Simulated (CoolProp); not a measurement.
Vapour-liquid equilibrium of benzene (1) + o-xylene (2) at 0.149 bar; x and y are mole fractions of (1).

The numbers come from the multi-fluid Helmholtz-energy mixture model, Thol 2012 and Zhou 2012; pair parameters Bell 2016 in CoolProp.

```
x      bubble temperature (°C)  y at the bubble point  dew temperature at overall composition x (°C)  liquid density (mol/L)
-----  -----------------------  ---------------------  ---------------------------------------------  ----------------------
0.05                      77.6                  0.264                                           83.0                   7.931
0.125                     68.2                  0.544                                           81.3                   8.174
0.2                       60.0                  0.713                                           79.4                   8.416
0.275                     53.2                  0.813                                           77.3                   8.655
0.35                      47.8                  0.873                                           75.1                   8.890
0.425                     43.6                  0.909                                           72.6                   9.124
0.5                       40.3                  0.933                                           69.9                   9.359
0.575                     37.6                  0.950                                           66.9                   9.597
0.65                      35.5                  0.961                                           63.4                   9.841
0.725                     33.8                  0.971                                           59.3                   10.09
0.8                       32.3                  0.979                                           54.2                   10.36
0.875                     30.9                  0.986                                           47.6                   10.63
0.95                      29.5                  0.994                                           37.6                   10.93
```

No azeotrope shows between x = 0.05 and 0.95.

Pair parameters are fitted to limited data, so mixtures are less certain than the pure fluids. The gap from Raoult's law changes sign with composition, which may be real or a fault of the pair parameters; it wasn't checked against measurements.
